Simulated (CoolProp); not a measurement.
Vapour-liquid equilibrium of R245fa (1) + isopentane (2) at 49.15 °C; x and y are mole fractions of (1).

Computed with CoolProp (multi-fluid Helmholtz-energy mixture model, Akasaka 2015 and Lemmon 2006; pair parameters Bell 2016).

```tsv
x	bubble pressure (MPa)	y at the bubble point	dew pressure at overall composition x (MPa)	liquid density (mol/L)
0.05	0.2446	0.207	0.2097	8.192
0.2	0.3371	0.482	0.2429	8.263
0.35	___	0.589	___	___
0.5	0.4034	0.642	0.3447	8.490
0.65	0.4100	0.680	0.4054	8.686
0.8	0.4067	0.730	0.3909	8.962
0.95	0.3701	___	0.3489	9.331
```

Problem. Fill in the missing entries.

Solution. 
- 0.35, bubble pressure (MPa): 0.3837
- 0.35, dew pressure at overall composition x (MPa): 0.2867
- 0.35, liquid density (mol/L): 8.356
- 0.95, y at the bubble point: 0.875

y crosses x between x = 0.65 and 0.8: the model has an azeotrope there.

Pair parameters are fitted to limited data, so mixtures are less certain than the pure fluids. With so large a gap from Raoult's law the liquid may split in two, which this calculation doesn't test in full.
